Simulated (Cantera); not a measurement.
Feed: 1 mol CaF2, 0.3 mol H2, at 2100 K and 10000 Pa.

Method: chemical equilibrium by Gibbs-energy minimisation in Cantera with the NASA 1993 tables (ideal gas, pure condensed phases). Candidate condensed phases: Ca, CaF2; 15 gas species. Kinetics and transport are ignored.

Base state: H2 0.855, CaF2 0.0932, HF 0.0236, CaF 0.0155, H 0.00911, Ca 0.00403 (mole fractions); condensed: CaF2(l).

Task: What changes in the equilibrium state with this change: temperature from 2100 K to 1848 K?

Result: 
| species | before | after |
|---|---|---|
| H2 | 0.855 | 0.987 |
| CaF2 | 0.0932 | 0.00636 |
| HF | 0.0236 | 0.00303 |
| CaF | 0.0155 | 0.00144 |
| H | 0.00911 | 0.00167 |
| Ca | 0.00403 | 0.000794 |
| CaF2(l), mol | 0.961 | 0.997 |
